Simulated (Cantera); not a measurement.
A perfectly stirred reactor is fed with 10.4 % CH4, 1.97 % C2H6, 18.4 % O2, 69.2 % N2, equivalence ratio 1.5, at 200000 Pa; it is adiabatic with a 650 K inlet, and is followed from long to short residence time, starting on the burning branch (τ in s: 0.04, 0.013, 0.004, 0.0012, 0.00039, 0.00012, 3.8e-05, 1.2e-05, 3.7e-06).

Computed with Cantera and GRI-Mech 3.0 (53 species, 325 reactions).

Predict: blow-out, bracketed by the residence times tried; x(CH4) at τ = 40.0 ms; x(C2H6) at τ = 40.0 ms; x(O2) at τ = 40.0 ms; x(C2H4) at τ = 40.0 ms; x(HCO) at τ = 40.0 ms; x(CH4) at τ = 0.390 ms; x(C2H6) at τ = 0.390 ms; x(O2) at τ = 0.390 ms; x(C2H4) at τ = 0.390 ms; x(HCO) at τ = 0.390 ms.

blow-out, bracketed by the residence times tried: burning at 0.120 ms, out at 38.0 µs
x(CH4) at τ = 40.0 ms: 0.000159
x(C2H6) at τ = 40.0 ms: 2.13e-7
x(O2) at τ = 40.0 ms: 9.14e-5
x(C2H4) at τ = 40.0 ms: 5.78e-7
x(HCO) at τ = 40.0 ms: 1.27e-7
x(CH4) at τ = 0.390 ms: 0.00207
x(C2H6) at τ = 0.390 ms: 2.20e-5
x(O2) at τ = 0.390 ms: 0.00417
x(C2H4) at τ = 0.390 ms: 9.34e-5
x(HCO) at τ = 0.390 ms: 4.48e-6
